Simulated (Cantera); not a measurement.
Feed: 1 mol V, 0.97 mol NH3, 48 mol N2, at 0.00160 bar.

Method: chemical equilibrium by Gibbs-energy minimisation in Cantera with the NASA 1993 tables (ideal gas, pure condensed phases). Candidate condensed phases: V, VN; 11 gas species. VN: taken at fixed stoichiometry. Condensed phases not in the tables: V2N, N, O or C dissolved in the metal. Kinetics and transport are ignored.

Task: What share of the V ends up in condensed phases as a function of T (K), at 1800, 1850, 1900, 1950, 2000, 2050, 2100?

Result: 
```csv
T (K),V condensed (%),as
1800,99.9,VN(s)
1850,99.8,VN(s)
1900,99.2,VN(s)
1950,97.3,VN(s)
2000,92.8,V(s)
2050,84.9,V(s)
2100,69.3,V(s)
```
